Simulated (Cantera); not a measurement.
A closed system holds: 1 mol Fe2O3, 0.012 mol H2O, equilibrated at 1250 °C and 100000 Pa.

Equilibrium computed with Cantera from the NASA thermochemical tables; the gas is ideal and each condensed phase is pure. Candidate condensed phases: Fe, FeO, Fe(OH)2, Fe(OH)3, Fe2O3, Fe3O4, H2O; 12 gas species. Mutual solubility and eutectic melting of coexisting phases are not modelled. Kinetics and transport are ignored.

Base state: H2O 0.990, O2 0.00937, OH 0.000138, H2 2.63e-5 (mole fractions); condensed: Fe2O3(s) + Fe3O4(s).

What changes in the equilibrium state with this change: temperature from 1250 °C to 1225 °C?


```tsv
species	before	after
H2O	0.990	0.995
O2	0.00937	0.00507
OH	0.000138	9.57e-5
H2	2.63e-5	2.58e-5
Fe2O3(s), mol	0.999	1.000
Fe3O4(s), mol	0.000455	0.000245
```
